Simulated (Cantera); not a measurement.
Charge: 1 mol Pb, a varied amount of O2, 0.23 mol H2, equilibrated at 725 K and 1.20 mbar.

Method: chemical equilibrium by Gibbs-energy minimisation in Cantera with the NASA 1993 tables (ideal gas, pure condensed phases). Candidate condensed phases: H2O, Pb, PbO, PbO2, Pb3O4; 12 gas species. The numbers say what is thermodynamically allowed, not how fast it happens.

Q: Which condensed phases are stable at each of these points (n(O2) (mol)): 0.024, 0.039, 0.065, 0.11, 0.18, 0.29, 0.48, 0.8, 1.3?

A: 
| n(O2) (mol) | condensed phases | Pb condensed (%) |
|---|---|---|
| 0.024 | Pb(l) | 100.0 |
| 0.039 | Pb(l) | 100.0 |
| 0.065 | Pb(l) | 100.0 |
| 0.11 | Pb(l) | 100.0 |
| 0.18 | Pb(l) + PbO(red) | 100.0 |
| 0.29 | Pb(l) + PbO(red) | 100.0 |
| 0.48 | Pb(l) + PbO(red) | 100.0 |
| 0.8 | PbO(red) | 100.0 |
| 1.3 | PbO(red) | 100.0 |

From 0.024 mol O2 to 0.11 mol O2 the condensed part is Pb(l). From 0.18 mol O2 to 0.48 mol O2 the condensed part is Pb(l) + PbO(red). From 0.8 mol O2 to 1.3 mol O2 the condensed part is PbO(red).
